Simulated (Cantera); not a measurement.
Equilibrium for nitride etching: AlN + Cl2 + N2

Charge: 1 mol AlN, 26 mol Cl2, 12 mol N2, held at 0.000110 bar.

Equilibrium computed with Cantera from the NASA thermochemical tables; the gas is ideal and each condensed phase is pure. Candidate condensed phases: Al, AlCl3, AlN; 11 gas species. The tables' values for AlCl2 are old estimates; treat these amounts as uncertain. Kinetics and transport are ignored.

```csv
T (K),x Cl,x Cl2,x N2,x AlCl3,x AlCl,x AlCl2,x Al
773,0.000374,0.644,0.329,0.0263,<1e-12,<1e-12,<1e-12
973,0.0194,0.629,0.326,0.0261,<1e-12,3.67e-12,<1e-12
1173,0.228,0.457,0.291,0.0233,<1e-12,2.16e-9,<1e-12
1373,0.670,0.0935,0.219,0.0175,7.33e-11,3.13e-7,<1e-12
1573,0.775,0.00757,0.202,0.0161,2.90e-7,2.79e-5,<1e-12
1773,0.783,0.000875,0.200,0.0148,0.000213,0.000978,1.77e-9
1973,0.788,0.000155,0.196,0.00303,0.00898,0.00364,2.49e-6
2173,0.790,3.73e-5,0.194,6.35e-5,0.0146,0.000810,7.14e-5
```
x: gas mole fraction; nothing condenses.

From 773 K to 2173 K nothing is condensed. The main Al-bearing gas is AlCl3 at 773 K and AlCl at 2173 K.
